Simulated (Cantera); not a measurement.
Charge: 1 mol SiF4, 2.4 mol N2O, 47 mol H2, held at 2048.15 K.

Equilibrium computed with Cantera from the NASA thermochemical tables; the gas is ideal and each condensed phase is pure. Candidate condensed phases: H2O, Si, SiO2, Si2N2O, Si3N4; 58 gas species. The tables hold silica as quartz up to 1696 K and as liquid above; real silica turns to tridymite and cristobalite and melts near 1996 K. Gases not in the tables: Si(OH)4. Equilibrium is a limit: real reactors are often held back by kinetics, nucleation or transport.

### Question
Which condensed phases are stable at each of these points (P (Pa)): 5, 15, 45, 140, 410, 1200, 3700, 11000, 33000, 100000?

### Answer
| P (Pa) | condensed phases | Si condensed (%) |
|---|---|---|
| 5 | gas only | 0.0 |
| 15 | gas only | 0.0 |
| 45 | gas only | 0.0 |
| 140 | gas only | 0.0 |
| 410 | gas only | 0.0 |
| 1200 | gas only | 0.0 |
| 3700 | gas only | 0.0 |
| 11000 | gas only | 0.0 |
| 33000 | SiO2(l) | 15.9 |
| 100000 | SiO2(l) | 56.2 |

From 5.00 Pa to 0.110 bar nothing is condensed. From 0.330 bar to 1.00 bar the condensed part is SiO2(l).
